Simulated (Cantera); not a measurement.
Cantera run, input and output.

```python
import numpy as np
import cantera as ct

gas = ct.Solution("gri30.yaml")
gas.TPX = 375, 37000, {'CO': 1, 'H2': 0.37, 'O2': 0.457, 'N2': 1.72, 'H2O': 0.67}
flame = ct.FreeFlame(gas, width=0.08)
flame.set_refine_criteria(ratio=3, slope=0.08, curve=0.16)
flame.transport_model = "mixture-averaged"
flame.solve(loglevel=0, auto=True)
z, T = flame.grid, flame.T
thick = (T[-1] - T[0]) / np.gradient(T, z).max()
show = ['CO', 'H2', 'O2', 'HO2', 'N2O', 'CO2']
print(f"laminar burning velocity  {flame.velocity[0] * 100:.3f} cm/s")
print(f"burnt temperature         {T[-1]:.1f} K")
print(f"thermal thickness         {thick * 1e3:.4f} mm")
print(f"grid points               {len(z)}")
z0 = z[flame.heat_release_rate.argmax()]
print(f"{'z/mm':>9s}{'T/K':>9s}{'u/(m/s)':>9s}" + "".join(f"{s:>11s}" for s in show))
rows = []
for k in (-3, -2, -1.5, -1, -0.5, -0.25, 0, 0.25, 0.5, 1, 2, 4, 8):
    zz = z0 + k * thick
    rows.append([k * thick, np.interp(zz, z, T), np.interp(zz, z, flame.velocity),
                 *(np.interp(zz, z, flame.X[gas.species_index(s)]) for s in show)])
    print(f"{rows[-1][0] * 1e3:9.3f}{rows[-1][1]:9.1f}{rows[-1][2]:9.3f}" + "".join(f"{x:11.3e}" for x in rows[-1][3:]))
```

Result:

```
laminar burning velocity  138.235 cm/s
burnt temperature         2024.5 K
thermal thickness         1.3653 mm
grid points               113
     z/mm      T/K  u/(m/s)         CO         H2         O2        HO2        N2O        CO2
   -4.096    375.0    1.382  2.371e-01  8.774e-02  1.084e-01  8.256e-12  7.890e-21  1.780e-12
   -2.731    375.0    1.382  2.371e-01  8.771e-02  1.084e-01  5.082e-10  7.062e-19  1.487e-10
   -2.048    375.0    1.382  2.372e-01  8.760e-02  1.084e-01  1.099e-08  2.330e-17  4.685e-09
   -1.365    375.1    1.382  2.373e-01  8.709e-02  1.084e-01  1.934e-07  5.748e-16  1.130e-07
   -0.683    382.8    1.404  2.382e-01  8.279e-02  1.088e-01  3.529e-05  2.857e-13  5.411e-05
   -0.341    537.8    1.953  2.353e-01  7.178e-02  1.046e-01  2.651e-04  4.634e-11  4.684e-03
    0.000    932.9    3.345  2.179e-01  5.118e-02  8.504e-02  7.495e-05  1.787e-09  2.376e-02
    0.341   1237.6    4.387  1.851e-01  3.198e-02  5.339e-02  2.705e-05  1.155e-08  5.873e-02
    0.683   1421.0    4.957  1.470e-01  2.747e-02  2.999e-02  1.164e-05  1.827e-08  1.016e-01
    1.365   1593.7    5.434  1.059e-01  3.338e-02  1.455e-02  4.480e-06  1.484e-08  1.499e-01
    2.731   1722.8    5.802  9.487e-02  3.540e-02  9.295e-03  2.490e-06  1.264e-08  1.645e-01
    5.461   1828.6    6.113  9.525e-02  3.319e-02  6.302e-03  1.530e-06  1.173e-08  1.661e-01
   10.923   1911.1    6.349  9.459e-02  3.099e-02  3.706e-03  8.493e-07  1.004e-08  1.684e-01
```

Computed with Cantera and GRI-Mech 3.0 (53 species, 325 reactions). Burning velocities carry a grid error of a few per cent, more on coarse grids.
